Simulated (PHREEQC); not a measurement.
Solution (25 °C): 0.18 mol/kgw Cu(NO3)2 and 0.0029 mol/kgw NaCl. Closed to the air; pH follows from the charge balance.

The numbers come from PHREEQC with the ion-association model, wateq4f.dat.

```
quantity                          before    after
-------------------------------  -------  -------
pH                                  4.11     4.04
Cu2(OH)2+2 (mol/kgw)             4.66e-5  5.56e-5
CuOH+ (mol/kgw)                  8.66e-6  7.40e-6
Cu(OH)2 (mol/kgw)                1.31e-7  9.61e-8
SI of Cu2(OH)3NO3 (Cu2(OH)3NO3)    -0.30    -0.30
SI of Tenorite (CuO)               -0.76    -0.71
```

### Question
Which change was made?
A) diluted 2-fold with water
B) temperature from 25 to 30 °C
C) NaCl left out
D) NaCl replaced by Na2B4O7 at the same molality
E) NaCl from 0.0029 to 0.0058 mol/kgw

### Answer
B, temperature from 25 to 30 °C

This is a speciation only: nothing precipitates in the calculation.
